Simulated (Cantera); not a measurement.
What does this Cantera script print?

```python
import numpy as np
import cantera as ct

gas_names = """
    CL CL2 H HCL H2 Si SiCL SiCL2 SiCL3 SiCL4 SiH SiHCL3 SiH2 SiH2CL2 SiH3 SiH3CL SiH4 Si2 Si3
""".split()
cond_names = """
    Si(cr) Si(L)
""".split()


# ... load() reads the species with a 1 bar reference pressure and builds the phases ...
atoms = {
    'SiH4': {'Si': 1, 'H': 4},
    'HCl': {'H': 1, 'CL': 1},
    'H2': {'H': 2},
}
top_T = {}  # K; cautious upper limits of use, not melting points


# ... equilibrate(T, P, feed) seeds the gas with the atoms and calls Mixture.equilibrate('TP', solver="vcs", rtol=1e-11, max_steps=5000) ...
results = []
feed = {'SiH4': 1, 'HCl': 0.29, 'H2': 3.2}  # mol
P = 24000  # Pa
for T in [1150, 1225, 1300, 1375, 1450, 1525, 1600, 1675, 1750, 1825, 1900]:
    mix = equilibrate(T, P, feed)
    results.append((T, P, feed, dict(zip(mix.species_names, mix.species_moles))))
    x = sorted(zip(gas.X, gas.species_names), reverse=True)
    print(f"T = {T:g} K  P = {P:g} Pa  gas = {mix.phase_moles(0):.4g} mol")
    print("   x: " + "  ".join(f"{s} {v:.3e}" for v, s in x if v > 0.001))
    print("   condensed (mol): " + ("  ".join(f"{mix.phase(i).name} {mix.phase_moles(i):.4g}"
          for i in range(1, mix.n_phases) if mix.phase_moles(i) > 1e-12) or "none"))
```

It prints:

```
T = 1150 K  P = 24000 Pa  gas = 5.447 mol
   x: H2 9.679e-01  HCL 2.271e-02  SiCL4 3.868e-03  SiHCL3 3.348e-03  SiCL2 1.173e-03
   condensed (mol): Si(cr) 0.9488
T = 1225 K  P = 24000 Pa  gas = 5.463 mol
   x: H2 9.618e-01  HCL 3.054e-02  SiCL2 2.366e-03  SiCL4 2.137e-03  SiHCL3 2.099e-03
   condensed (mol): Si(cr) 0.958
T = 1300 K  P = 24000 Pa  gas = 5.476 mol
   x: H2 9.572e-01  HCL 3.629e-02  SiCL2 3.670e-03  SiHCL3 1.064e-03
   condensed (mol): Si(cr) 0.9641
T = 1375 K  P = 24000 Pa  gas = 5.484 mol
   x: H2 9.548e-01  HCL 3.918e-02  SiCL2 4.634e-03
   condensed (mol): Si(cr) 0.9668
T = 1450 K  P = 24000 Pa  gas = 5.487 mol
   x: H2 9.538e-01  HCL 4.021e-02  SiCL2 5.229e-03
   condensed (mol): Si(cr) 0.9674
T = 1525 K  P = 24000 Pa  gas = 5.489 mol
   x: H2 9.535e-01  HCL 4.044e-02  SiCL2 5.612e-03
   condensed (mol): Si(cr) 0.967
T = 1600 K  P = 24000 Pa  gas = 5.489 mol
   x: H2 9.534e-01  HCL 4.035e-02  SiCL2 5.888e-03
   condensed (mol): Si(cr) 0.9663
T = 1675 K  P = 24000 Pa  gas = 5.49 mol
   x: H2 9.533e-01  HCL 4.016e-02  SiCL2 6.104e-03
   condensed (mol): Si(cr) 0.9655
T = 1750 K  P = 24000 Pa  gas = 5.491 mol
   x: H2 9.527e-01  HCL 4.086e-02  SiCL2 5.822e-03
   condensed (mol): Si(L) 0.9672
T = 1825 K  P = 24000 Pa  gas = 5.492 mol
   x: H2 9.518e-01  HCL 4.166e-02  SiCL2 5.448e-03
   condensed (mol): Si(L) 0.9692
T = 1900 K  P = 24000 Pa  gas = 5.495 mol
   x: H2 9.507e-01  HCL 4.234e-02  SiCL2 5.102e-03  H 1.579e-03
   condensed (mol): Si(L) 0.9707
```

Equilibrium computed with Cantera from the NASA thermochemical tables; the gas is ideal and each condensed phase is pure. The tables' values for SiCl3, SiCl are old estimates; treat these amounts as uncertain. Gases not in the tables: Si2H6 and higher silanes.
